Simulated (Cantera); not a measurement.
An adiabatic, constant-volume homogeneous reactor starts with CH₄ : C₂H₆ : O₂ : N₂ = 1 : 0.053 : 1.04 : 3.91 (molar parts), at 1400 K and 1.10 bar. Integrator tolerance rtol = 1e-08.

Detailed kinetics in Cantera: GRI-Mech 3.0 (53 species, 325 reactions).

```
quantity                                                              before                                    after
---------------------------------  -----------------------------------------  ---------------------------------------
time of steepest temperature rise                                    1.43 ms                                  2.23 ms
temperature at 1.00 s                                                 2652 K                                   2174 K
equilibrium temperature                                               2652 K                                   2174 K
x(CH₄) at 1.00 s                   6.90e-11 (gas-phase equilibrium 7.74e-11)  8.67e-9 (gas-phase equilibrium 1.00e-8)
x(C₂H₆) at 1.00 s                      <1e-12 (gas-phase equilibrium <1e-12)    <1e-12 (gas-phase equilibrium <1e-12)
x(O₂) at 1.00 s                      2.65e-5 (gas-phase equilibrium 2.65e-5)  1.02e-8 (gas-phase equilibrium 1.02e-8)
x(O) at 1.00 s                       9.60e-5 (gas-phase equilibrium 9.60e-5)  1.54e-7 (gas-phase equilibrium 1.54e-7)
x(HCN) at 1.00 s                     3.25e-7 (gas-phase equilibrium 3.25e-7)  2.29e-6 (gas-phase equilibrium 2.11e-6)
```

Q: Which change was made?
A) N2 3.91 to 2.6 parts
B) initial temperature 1400 to 1648 K
C) O2 1.04 to 0.58 parts
D) CH4 1 to 1.5 parts

A: D, CH4 1 to 1.5 parts
